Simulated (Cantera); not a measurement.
FeS + H2S + H2O (roasting and sulfation)

Charge: 1 mol FeS, 0.056 mol H2S, 4.6 mol H2O, equilibrated at 1.00 bar.

These are equilibrium values from Cantera (NASA tables, ideal gas, pure condensed phases), not measurements of a reactor. Candidate condensed phases: Fe, FeO, Fe(OH)2, Fe(OH)3, FeS, FeSO4, FeS2, Fe2O3, Fe2(SO4)3, Fe3O4, H2O, H2SO4, S; 22 gas species. Mutual solubility and eutectic melting of coexisting phases are not modelled. FeS: taken at fixed stoichiometry. Gases not in the tables: S3 to S7. The numbers say what is thermodynamically allowed, not how fast it happens.

```json
[
 {"T (K)": "823", "log p H2O": "-0.01", "log p H2S": "-1.94", "log p H2": "-2.78", "log p SO2": "-3.27", "log p S2": "-4.59", "log p S2O": "-6.27", "log p SH": "-7.61", "log p SO": "-8.33", "n FeS(s)": "1.00", "n Fe3O4(s)": "0"},
 {"T (K)": "848", "log p H2O": "-0.01", "log p H2S": "-1.95", "log p H2": "-2.68", "log p SO2": "-3.17", "log p S2": "-4.48", "log p S2O": "-6.14", "log p SH": "-7.36", "log p SO": "-8.03", "n FeS(s)": "1.00", "n Fe3O4(s)": "0"},
 {"T (K)": "873", "log p H2O": "-0.01", "log p H2S": "-1.95", "log p H2": "-2.59", "log p SO2": "-3.08", "log p S2": "-4.37", "log p S2O": "-6.02", "log p SH": "-7.13", "log p SO": "-7.74", "n FeS(s)": "1.00", "n Fe3O4(s)": "0"},
 {"T (K)": "898", "log p H2O": "-0.01", "log p H2S": "-1.94", "log p H2": "-2.48", "log p SO2": "-3.00", "log p S2": "-4.25", "log p S2O": "-5.90", "log p SH": "-6.89", "log p SO": "-7.47", "n FeS(s)": "0.998", "n Fe3O4(s)": "0.000833"},
 {"T (K)": "923", "log p H2O": "-0.01", "log p H2S": "-1.93", "log p H2": "-2.39", "log p SO2": "-2.93", "log p S2": "-4.12", "log p S2O": "-5.77", "log p SH": "-6.67", "log p SO": "-7.21", "n FeS(s)": "0.994", "n Fe3O4(s)": "0.00186"},
 {"T (K)": "948", "log p H2O": "-0.01", "log p H2S": "-1.91", "log p H2": "-2.30", "log p SO2": "-2.85", "log p S2": "-4.01", "log p S2O": "-5.65", "log p SH": "-6.45", "log p SO": "-6.96", "n FeS(s)": "0.991", "n Fe3O4(s)": "0.00297"},
 {"T (K)": "973", "log p H2O": "-0.01", "log p H2S": "-1.89", "log p H2": "-2.21", "log p SO2": "-2.78", "log p S2": "-3.89", "log p S2O": "-5.54", "log p SH": "-6.25", "log p SO": "-6.72", "n FeS(s)": "0.987", "n Fe3O4(s)": "0.00418"},
 {"T (K)": "998", "log p H2O": "-0.01", "log p H2S": "-1.88", "log p H2": "-2.13", "log p SO2": "-2.71", "log p S2": "-3.78", "log p S2O": "-5.42", "log p SH": "-6.05", "log p SO": "-6.49", "n FeS(s)": "0.984", "n Fe3O4(s)": "0.00548"},
 {"T (K)": "1023", "log p H2O": "-0.01", "log p H2S": "-1.86", "log p H2": "-2.05", "log p SO2": "-2.64", "log p S2": "-3.67", "log p S2O": "-5.31", "log p SH": "-5.86", "log p SO": "-6.28", "n FeS(s)": "0.979", "n Fe3O4(s)": "0.00687"},
 {"T (K)": "1048", "log p H2O": "-0.01", "log p H2S": "-1.85", "log p H2": "-1.98", "log p SO2": "-2.57", "log p S2": "-3.57", "log p S2O": "-5.21", "log p SH": "-5.68", "log p SO": "-6.07", "n FeS(s)": "0.975", "n Fe3O4(s)": "0.00837"},
 {"T (K)": "1073", "log p H2O": "-0.01", "log p H2S": "-1.84", "log p H2": "-1.91", "log p SO2": "-2.50", "log p S2": "-3.47", "log p S2O": "-5.11", "log p SH": "-5.51", "log p SO": "-5.87", "n FeS(s)": "0.970", "n Fe3O4(s)": "0.00998"},
 {"T (K)": "1098", "log p H2O": "-0.01", "log p H2S": "-1.82", "log p H2": "-1.85", "log p SO2": "-2.44", "log p S2": "-3.38", "log p S2O": "-5.01", "log p SH": "-5.35", "log p SO": "-5.68", "n FeS(s)": "0.965", "n Fe3O4(s)": "0.0117"}
]
```
log p: log10 of the partial pressure in bar; n: condensed amount in mol.

From 823 K to 873 K the condensed part is FeS(s). From 898 K to 1098 K the condensed part is FeS(s) + Fe3O4(s).
